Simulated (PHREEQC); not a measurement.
1 kg of water holding 0.36 mol/kgw Na2SO4, 0.00066 mol/kgw Na2B4O7, 0.015 mol/kgw Na2CO3, 0.12 mol/kgw KCl and 0.048 mol/kgw NaCl is evaporated at 30 °C; the solids stay in contact with the brine. No CO2 enters from the air. Only these solids could form: Arcanite, Burkeite, Glaserite, Halite, Kalicinite, Mirabilite, Misenite, Nahcolite, Natron, Sylvite, Thenardite, Trona, Borax, Boric_acid,s, KB5O8:4H2O, K2B4O7:4H2O, NaBO2:4H2O, NaB5O8:5H2O, Teepleite.

The series has 28 steps of water left (kg), from 1 to 0.005037.

The numbers come from PHREEQC with the Pitzer model, pitzer.dat.

### Question
Which solids form, in which order, and at which step of the series does each first stand?

### Answer
Glaserite from water left = 0.1156 kg (pH 10.40); Thenardite from water left = 0.1156 kg (pH 10.40); Halite from water left = 0.02931 kg (pH 10.19); Burkeite from water left = 0.02408 kg (pH 10.16); Trona from water left = 0.009055 kg (pH 9.84); Borax from water left = 0.005037 kg (pH 9.84).
